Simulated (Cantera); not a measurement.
A Cantera script and its output.

```python
import numpy as np
import cantera as ct

gas = ct.Solution("h2o2.yaml")
gas.TPX = 1100, 1333, {'H2': 0.12, 'O2': 1}
reactor = ct.IdealGasConstPressureReactor(gas, energy="off", clone=False)
net = ct.ReactorNet([reactor])
net.rtol, net.atol = 1e-08, 1e-18
show = ['H2', 'O2', 'H2O2', 'O', 'H', 'OH', 'H2O']
times = np.geomspace(6e-06, 50, 12)

steps = ct.SolutionArray(gas, extra=["t"])
rows = []
print(f"{'t/s':>10s}{'T/K':>9s}{'P/Pa':>11s}" + "".join(f"{s:>11s}" for s in show))
for t in times:
    while net.time < t:
        t_next = net.step()
        steps.append(gas.state, t=t_next)
    rows.append([np.interp(t, steps.t, y) for y in (steps.T, steps.P, *steps(*show).X.T)])
    print(f"{t:10.3e}{rows[-1][0]:9.1f}{rows[-1][1]:11.4g}" + "".join(f"{x:11.3e}" for x in rows[-1][2:]))
rate = np.gradient(steps.T, steps.t)
print("integrator steps:", len(steps.t))
if steps.T.max() > steps.T[0] + 200:
    print(f"time of steepest temperature rise: {steps.t[rate.argmax()]:.4e} s")
gas.TPX = 1100, 1333, {'H2': 0.12, 'O2': 1}
gas.equilibrate("TP")
print(f"equilibrium (TP): T = {gas.T:.1f} K  " + "  ".join(f"{s} {gas[s].X[0]:.3e}" for s in show))
```

It prints:

```
       t/s      T/K       P/Pa         H2         O2       H2O2          O          H         OH        H2O
 6.000e-06   1100.0       1333  1.071e-01  8.929e-01  6.782e-16  2.516e-12  6.439e-11  2.436e-12  1.377e-13
 2.555e-05   1100.0       1333  1.071e-01  8.929e-01  1.223e-14  4.108e-11  2.520e-10  3.613e-11  9.005e-12
 1.088e-04   1100.0       1333  1.071e-01  8.929e-01  2.220e-13  6.011e-10  1.062e-09  4.021e-10  4.565e-10
 4.631e-04   1100.0       1333  1.071e-01  8.929e-01  4.073e-12  1.937e-08  1.987e-08  1.044e-08  3.426e-08
 1.972e-03   1100.0       1333  1.039e-01  8.908e-01  7.993e-09  1.138e-03  1.161e-03  5.968e-04  2.320e-03
 8.394e-03   1100.0       1333  2.439e-03  8.466e-01  1.835e-07  3.305e-02  1.770e-02  3.864e-03  9.636e-02
 3.574e-02   1100.0       1333  5.011e-04  8.794e-01  2.180e-07  6.392e-03  1.465e-03  1.720e-03  1.105e-01
 1.522e-01   1100.0       1333  2.885e-05  8.862e-01  1.177e-07  3.740e-04  2.036e-05  4.122e-04  1.129e-01
 6.478e-01   1100.0       1333  1.965e-06  8.867e-01  3.374e-08  2.685e-05  3.932e-07  1.110e-04  1.131e-01
 2.758e+00   1100.0       1333  2.298e-07  8.868e-01  8.542e-09  3.285e-06  1.682e-08  3.884e-05  1.132e-01
 1.174e+01   1100.0       1333  3.807e-08  8.868e-01  2.107e-09  5.585e-07  1.178e-09  1.600e-05  1.132e-01
 5.000e+01   1100.0       1333  7.639e-09  8.868e-01  5.181e-10  1.135e-07  1.079e-10  7.210e-06  1.132e-01
integrator steps: 2123
equilibrium (TP): T = 1100.0 K  H2 1.381e-09  O2 8.868e-01  H2O2 1.112e-10  O 2.049e-08  H 8.377e-12  OH 3.062e-06  H2O 1.132e-01
```

Model: the H2/O2 subset of GRI-Mech 3.0, which has no nitrogen chemistry, integrated in Cantera. Radical loss at walls, strong at low pressure, is not modelled. The temperature is held fixed by assumption; the heat of reaction is taken as removed at once.
